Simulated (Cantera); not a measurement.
Input: 1 mol Fe, 0.038 mol HCl, 0.046 mol O2, equilibrated at 3200 Pa.

Method: chemical equilibrium by Gibbs-energy minimisation in Cantera with the NASA 1993 tables (ideal gas, pure condensed phases). Candidate condensed phases: Fe, FeCl2, FeCl3, FeO, Fe(OH)2, Fe(OH)3, Fe2O3, Fe3O4, H2O; 22 gas species. Mutual solubility and eutectic melting of coexisting phases are not modelled. The tables' stoichiometric FeO is somewhat more stable than real wüstite, so its field is too wide. FeO: taken at fixed stoichiometry. Kinetics and transport are ignored.

x: gas mole fraction; n: condensed amount in mol.

```
T (K)  x HCl  x FeCl2   x H2   x H2O  x Fe2Cl4  x FeCl3     x Cl  n Fe(α)  n FeO(s)  n Fe(γ)
-----  -----  -------  -----  ------  --------  -------  -------  -------  --------  -------
1173   0.430    0.282  0.227  0.0596   0.00232  5.25e-5  5.20e-7    0.899    0.0897        0
1198   0.419    0.288  0.228  0.0630       [?]  5.04e-5      [?]        0    0.0896    0.899
1223   0.410    0.293  0.230  0.0663   0.00139  4.85e-5  1.24e-6        0    0.0895    0.899
1248   0.400    0.298  0.231  0.0697   0.00109  4.66e-5  1.86e-6        0    0.0894    0.899
1273   0.391    0.303  0.232  0.0729  0.000860  4.49e-5  2.75e-6        0    0.0892    0.899
1298   0.383    0.308  0.233  0.0761  0.000685  4.32e-5  4.01e-6        0    0.0891    0.899
1323   0.374    0.312  0.234  0.0793  0.000551  4.17e-5  5.76e-6        0    0.0890    0.899
1348   0.367    0.316  0.235  0.0823       [?]  4.02e-5      [?]        0    0.0889    0.899
1373   0.359    0.320  0.235  0.0853  0.000364  3.89e-5  1.14e-5        0    0.0888    0.899
1398   0.352    0.323  0.236  0.0883  0.000299  3.76e-5  1.58e-5        0    0.0886    0.899
1423   0.345    0.327  0.236  0.0911  0.000247  3.64e-5  2.16e-5        0    0.0885    0.899
```

**Question.** What belongs in the gaps?

**Answer.** 
- 1198, x Fe2Cl4: 0.00178
- 1198, x Cl: 8.10e-7
- 1348, x Fe2Cl4: 0.000446
- 1348, x Cl: 8.16e-6
